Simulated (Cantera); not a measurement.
What does this Cantera script print?

```python
import numpy as np
import cantera as ct

surf = ct.Interface("ptcombust.yaml", "Pt_surf")
gas = surf.adjacent["gas"]
gas.TPX = 748, 200000, {'H2': 0.028, 'O2': 0.012, 'N2': 0.79, 'H2O': 0.063}
surf.TP = 748, 200000
reactor = ct.FlowReactor(gas, clone=False)
reactor.area = 0.0001  # m2
reactor.surface_area_to_volume_ratio = 590  # 1/m
reactor.mass_flow_rate = 0.31 * reactor.area * gas.density  # inlet velocity 0.31 m/s
reactor.energy_enabled = False
wall = ct.ReactorSurface(surf, reactor, clone=False)
net = ct.ReactorNet([reactor])
net.rtol, net.atol = 1e-8, 1e-16
show, cover = ['H2', 'O2', 'H2O'], ['PT(S)', 'H(S)', 'O(S)', 'OH(S)', 'CO(S)', 'C(S)']

rows = []
print(f"{'z/m':>9s}{'u/(m/s)':>9s}" + "".join(f"{s:>13s}" for s in show + cover))
for z in [9e-05, 0.00017, 0.00034, 0.00065, 0.0013, 0.0024, 0.0047, 0.009]:
    net.advance(z)
    rows.append([reactor.speed, *gas[show].X, *surf[cover].coverages])
    print(f"{z:9.4g}{rows[-1][0]:9.3g}" + "".join(f"{x:13.4e}" for x in rows[-1][1:]))
```

It prints:

```
      z/m  u/(m/s)           H2           O2          H2O        PT(S)         H(S)         O(S)        OH(S)        CO(S)         C(S)
    9e-05    0.307   1.1428e-02   3.4518e-03   9.1507e-02   9.5676e-01   4.2038e-02   1.0095e-06   5.6435e-06   4.0798e-19  -4.5216e-20
  0.00017    0.306   6.4930e-03   9.7857e-04   9.6698e-02   9.6533e-01   3.3388e-02   3.7047e-07   5.0604e-06   2.9435e-18   4.8076e-18
  0.00034    0.306   4.6686e-03   6.4293e-05   9.8616e-02   9.6920e-01   2.9496e-02   3.3279e-08   4.8574e-06   2.5057e-20   3.3951e-17
  0.00065    0.306   4.5412e-03   4.4081e-07   9.8750e-02   9.6949e-01   2.9203e-02   6.1484e-09   4.8443e-06   2.5075e-20   5.4298e-22
   0.0013    0.306   4.5403e-03   1.2775e-11   9.8751e-02   9.6949e-01   2.9201e-02   5.9591e-09   4.8442e-06   2.5069e-20   3.7962e-24
   0.0024    0.306   4.5403e-03  -1.7932e-17   9.8751e-02   9.6949e-01   2.9201e-02   5.9591e-09   4.8442e-06   2.5066e-20   3.7863e-24
   0.0047    0.306   4.5403e-03  -3.0779e-20   9.8751e-02   9.6949e-01   2.9201e-02   5.9591e-09   4.8442e-06   2.5061e-20   3.7899e-24
    0.009    0.306   4.5403e-03   2.8889e-20   9.8751e-02   9.6949e-01   2.9201e-02   5.9591e-09   4.8442e-06   2.5051e-20   3.7884e-24
```

Model: Deutschmann's 1995 Pt surface mechanism with GRI-Mech 3.0 gas chemistry, integrated in Cantera. Catalytic surfaces can have several steady states; this one follows from the mechanism file's or the stated starting coverage. Mass transfer to the wall is taken as infinitely fast.
